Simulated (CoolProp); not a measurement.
A single-stage vapour-compression cycle with chloromethane (R40): evaporating at 273.15 K (dew point), condensing at 329.15 K (bubble point), superheat 2 K, subcooling 8 K, compressor efficiency 0.8, no pressure losses. Each further row changes one setting.

The numbers come from the reference Helmholtz-energy equation of state, Thol 2014 in CoolProp.

| case | cooling COP | pressure ratio | discharge temperature (K) | refrigerating effect (kJ/kg) | volumetric capacity (kJ/m³) |
|---|---|---|---|---|---|
| as stated | 3.27 | 5.01 | 399.7 | 326 | 1990 |
| evaporating temperature 278.15 K | 3.73 | 4.21 | ___ | 329 | ___ |
| condensing temperature 324.15 K | 3.67 | 4.44 | ___ | 335 | 2040 |
| subcooling 13 K | 3.36 | 5.01 | 399.7 | 335 | 2040 |
| superheat 12 K | 3.22 | 5.01 | 412.4 | 335 | 1960 |
| compressor efficiency 0.7 | 2.87 | 5.01 | 412.9 | 326 | 1990 |

**Question.** What belongs in the gaps?

**Answer.** 
- evaporating temperature 278.15 K, discharge temperature (K): 391.5
- evaporating temperature 278.15 K, volumetric capacity (kJ/m³): 2360
- condensing temperature 324.15 K, discharge temperature (K): 389.7
